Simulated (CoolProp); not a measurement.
Aqueous calcium chloride as a coolant, 7 % by mass, freezing at -3.6 °C, 1 atm.

Model: Melinder's fits for secondary coolants, in CoolProp.

```csv
T (°C),Prandtl number,cp (kJ/(kg K)),viscosity (mPa s),conductivity (W/(m K))
-1.3,14.5,3.746,2.16,0.555
5.5,11.6,3.753,1.75,0.567
12.2,9.45,3.762,1.45,0.578
19,7.85,3.773,1.22,0.589
25.8,6.63,3.784,1.05,0.600
32.5,5.70,3.797,0.917,0.611
```
